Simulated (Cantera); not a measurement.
Feed: 1 mol MgO, 2.3 mol HCl, 6.8 mol N₂, at 852 °C and 0.500 bar.

Equilibrium computed with Cantera from the NASA thermochemical tables; the gas is ideal and each condensed phase is pure. Candidate condensed phases: H₂O, Mg, MgCl₂, MgO, Mg(OH)₂, NH₄Cl; 38 gas species. The numbers say what is thermodynamically allowed, not how fast it happens.

Base state: N₂ 0.747, HCl 0.247, H₂O 0.00280, MgCl₂ 0.00280 (mole fractions); condensed: MgO(s).

Task: What changes in the equilibrium state with this change: temperature from 852 °C to 1200 °C?

Result: 
```
species       before     after
-----------  -------  --------
N₂             0.747     0.747
HCl            0.247     0.222
MgCl₂        0.00280    0.0151
H₂O          0.00280    0.0151
Cl           5.49e-6  0.000265
H₂           6.32e-6  0.000148
Cl₂          3.58e-6   1.49e-5
MgO(s), mol    0.975     0.863
```
